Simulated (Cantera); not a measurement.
**Thermodynamics of oxide etching and cleaning by halides, feed CaO + HCl + N2**

Input: 1 mol CaO, 3.3 mol HCl, 72 mol N2, at 0.00133 bar.

Equilibrium computed with Cantera from the NASA thermochemical tables; the gas is ideal and each condensed phase is pure. Candidate condensed phases: Ca, CaCl2, CaO, Ca(OH)2, H2O, NH4Cl; 36 gas species. Mutual solubility and eutectic melting of coexisting phases are not modelled. Condensed phases not in the tables: oxide chlorides. Rates play no part.

At 925 °C the condensed part is CaCl2(l) + CaO(s). From 975 °C to 1525 °C the condensed part is CaO(s). The main Ca-bearing gas is CaCl2 throughout. The share of Ca in condensed phases is highest at 925 °C (62.4 %) and lowest at 1525 °C (2.6 %).

| T (°C) | x N2 | x HCl | x CaCl2 | x H2O | x Cl | x H2 | x H | x OH | n CaCl2(l) | n CaO(s) |
|---|---|---|---|---|---|---|---|---|---|---|
| 925 | 0.957 | 0.0313 | 0.00500 | 0.00627 | 3.41e-5 | 1.72e-5 | 2.16e-8 | 6.22e-8 | 0.0953 | 0.528 |
| 975 | 0.956 | 0.0305 | 0.00662 | 0.00661 | 6.04e-5 | 3.06e-5 | 7.07e-8 | 1.56e-7 | 0 | 0.502 |
| 1025 | 0.956 | 0.0288 | 0.00744 | 0.00744 | 0.000100 | 5.08e-5 | 2.09e-7 | 3.96e-7 | 0 | 0.440 |
| 1075 | 0.956 | 0.0272 | 0.00824 | 0.00824 | 0.000159 | 8.12e-5 | 5.71e-7 | 9.33e-7 | 0 | 0.379 |
| 1125 | 0.956 | 0.0256 | 0.00900 | 0.00899 | 0.000244 | 0.000125 | 1.45e-6 | 2.05e-6 | 0 | 0.323 |
| 1175 | 0.956 | 0.0241 | 0.00970 | 0.00969 | 0.000361 | 0.000188 | 3.46e-6 | 4.25e-6 | 0 | 0.269 |
| 1225 | 0.956 | 0.0226 | 0.0103 | 0.0103 | 0.000519 | 0.000273 | 7.78e-6 | 8.34e-6 | 0 | 0.221 |
| 1275 | 0.956 | 0.0212 | 0.0109 | 0.0109 | 0.000726 | 0.000388 | 1.66e-5 | 1.56e-5 | 0 | 0.176 |
| 1325 | 0.956 | 0.0199 | 0.0115 | 0.0114 | 0.000989 | 0.000538 | 3.38e-5 | 2.78e-5 | 0 | 0.137 |
| 1375 | 0.955 | 0.0186 | 0.0119 | 0.0118 | 0.00132 | 0.000732 | 6.60e-5 | 4.77e-5 | 0 | 0.102 |
| 1425 | 0.955 | 0.0175 | 0.0123 | 0.0121 | 0.00172 | 0.000977 | 0.000124 | 7.87e-5 | 0 | 0.0723 |
| 1475 | 0.955 | 0.0163 | 0.0126 | 0.0123 | 0.00220 | 0.00128 | 0.000224 | 0.000125 | 0 | 0.0471 |
| 1525 | 0.954 | 0.0152 | 0.0129 | 0.0123 | 0.00276 | 0.00165 | 0.000391 | 0.000193 | 0 | 0.0263 |
x: gas mole fraction; n: condensed amount in mol.
